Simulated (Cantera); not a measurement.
A perfectly stirred reactor is fed with CH4 : H2 : O2 : N2 = 1 : 0.069 : 3.77 : 14.2 (molar parts), at 13500 Torr; it is adiabatic with a 500 K inlet, and is followed from long to short residence time, starting on the burning branch (τ in s: 0.037, 0.016, 0.0068, 0.0029, 0.0013, 0.00054, 0.00023, 9.9e-05, 4.2e-05).

Cantera simulation using GRI-Mech 3.0 (53 species, 325 reactions); the numbers are that mechanism's predictions, not measurements. The pressure lies above the range GRI-Mech 3.0 was tuned for (to about 10 atm).

x: mole fraction; the columns are a selection and need not sum to one.

```
τ (s)    T (K)     x CH4      x H2    x O2    x HO2    x NO
-------  -----  --------  --------  ------  -------  ------
0.037     1716   1.12e-5   8.20e-6  0.0913  1.93e-6     [?]
0.016     1715   2.26e-5   1.47e-5  0.0914  3.13e-6     [?]
0.0068    1712   4.57e-5   2.80e-5  0.0916  5.66e-6     [?]
0.0029    1706   9.45e-5   5.63e-5  0.0920  1.10e-5     [?]
0.0013    1694  0.000202  0.000119  0.0928  2.24e-5     [?]
0.00054   1648  0.000664  0.000363  0.0960  6.05e-5     [?]
0.00023    500    0.0525   0.00362   0.198   <1e-12  <1e-12
9.9e-5     500    0.0525   0.00362   0.198   <1e-12  <1e-12
4.2e-5     500    0.0525   0.00362   0.198   <1e-12  <1e-12
```

Q: Some entries are withheld; supply them.

A: 
- 0.037, x NO: 2.99e-6
- 0.016, x NO: 2.16e-6
- 0.0068, x NO: 1.74e-6
- 0.0029, x NO: 1.48e-6
- 0.0013, x NO: 1.19e-6
- 0.00054, x NO: 6.13e-7
